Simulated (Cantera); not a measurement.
Oxide etching and cleaning by halides: MgO + F₂ + O₂

Feed: 1 mol MgO, 11 mol F₂, 6.4 mol O₂, equilibrated at 550 °C and 14.0 Pa.

These are equilibrium values from Cantera (NASA tables, ideal gas, pure condensed phases), not measurements of a reactor. Candidate condensed phases: Mg, MgF₂, MgO; 14 gas species. Equilibrium is a limit: real reactors are often held back by kinetics, nucleation or transport.

The x(F) is 0.466 and the x(O₂) is 0.313. The x(F₂) comes out as 0.221, the n(MgF₂(s)) comes out as 1.00 mol and the gas amount is 22.03 mol. The log10 activity of Mg(s) (absent) comes out as -57.73.
